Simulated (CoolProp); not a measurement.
Vapour-liquid equilibrium of benzene (1) + ethylbenzene (2) at 8.31 bar; x and y are mole fractions of (1).

Model: multi-fluid Helmholtz-energy mixture model, Thol 2012 and Zhou 2012; pair parameters Bell 2016, in CoolProp.

Problem. Give the bubble temperature and the first vapour's composition at x = 0.2, 0.35, 0.8. Is there an azeotrope?

Solution. x = 0.2: 493.2 K, y = 0.366; x = 0.35: 481.4 K, y = 0.572; x = 0.8: 451.7 K, y = 0.926. No azeotrope shows between x = 0.05 and 0.95.

The pair parameters rest on a limited set of measurements; away from them the model extrapolates.
